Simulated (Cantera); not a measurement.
Input (Python, Cantera) and output of one run.

```python
import numpy as np
import cantera as ct

gas_names = """
    F F2 H HF H2 H2F2 H3F3 H4F4 H5F5 H6F6 H7F7 N NF NF2 NF3 NH NH2 NH3 N2 N2H2 N2H4 Si SiF SiF2 SiF3
    SiF4 SiH SiHF3 SiH2 SiH2F2 SiH3 SiH3F SiH4 SiN Si2 Si2N Si3
""".split()
cond_names = """
    Si(cr) Si(L) Si3N4(a)
""".split()


# ... load() reads the species with a 1 bar reference pressure and builds the phases ...
atoms = {
    'Si': {'Si': 1},
    'NF3': {'N': 1, 'F': 3},
    'H2': {'H': 2},
}
top_T = {'Si3N4(a)': 2400}  # K; cautious upper limits of use, not melting points


# ... equilibrate(T, P, feed) seeds the gas with the atoms and calls Mixture.equilibrate('TP', solver="vcs", rtol=1e-11, max_steps=5000) ...
results = []
feed = {'Si': 1, 'NF3': 3.3, 'H2': 3.2}  # mol
T = 975  # K
P = 10000  # Pa
mix = equilibrate(T, P, feed)
results.append((T, P, feed, dict(zip(mix.species_names, mix.species_moles))))
x = sorted(zip(gas.X, gas.species_names), reverse=True)
print(f"T = {T:g} K  P = {P:g} Pa  gas = {mix.phase_moles(0):.4g} mol")
print("   x: " + "  ".join(f"{s} {v:.3e}" for v, s in x if v > 1e-05))
print("   condensed (mol): " + ("  ".join(f"{mix.phase(i).name} {mix.phase_moles(i):.4g}"
      for i in range(1, mix.n_phases) if mix.phase_moles(i) > 1e-12) or "none"))
```

Result:

```
T = 975 K  P = 10000 Pa  gas = 8.8 mol
   x: HF 6.705e-01  N2 1.875e-01  SiF4 1.136e-01  H2 2.841e-02
   condensed (mol): none
```

Method: chemical equilibrium by Gibbs-energy minimisation in Cantera with the NASA 1993 tables (ideal gas, pure condensed phases).
